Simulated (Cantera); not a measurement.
Feed: 1 mol PbO, a varied amount of CO, 11 mol N2, held at 775 °C and 0.0100 bar.

Equilibrium computed with Cantera from the NASA thermochemical tables; the gas is ideal and each condensed phase is pure. Candidate condensed phases: C, Pb, PbO, PbO2, Pb3O4; 27 gas species. Mutual solubility and eutectic melting of coexisting phases are not modelled. The numbers say what is thermodynamically allowed, not how fast it happens.

log p: log10 of the partial pressure in bar; n: condensed amount in mol.

```csv
n(CO) (mol),log p N2,log p CO,log p CO2,log p Pb,log p PbO,n Pb(l),n PbO(yellow)
0.62,-2.03,-7.11,-3.27,-4.35,-5.86,0.568,0.378
1,-2.04,-6.39,-3.08,-4.35,-6.39,0.946,0
1.4,-2.05,[?],-3.10,-4.35,[?],0.944,0
1.8,-2.07,-3.21,-3.11,-4.35,-9.59,0.943,0
2.2,-2.08,[?],-3.12,-4.35,[?],0.941,0
2.5,-2.09,-2.96,-3.13,-4.35,-9.87,0.939,0
2.9,-2.10,-2.87,-3.14,-4.35,-9.97,0.938,0
```

Question: Some entries are withheld; supply them.

Answer: 
- 1.4, log p CO: -3.49
- 1.4, log p PbO: -9.29
- 2.2, log p CO: -3.04
- 2.2, log p PbO: -9.77
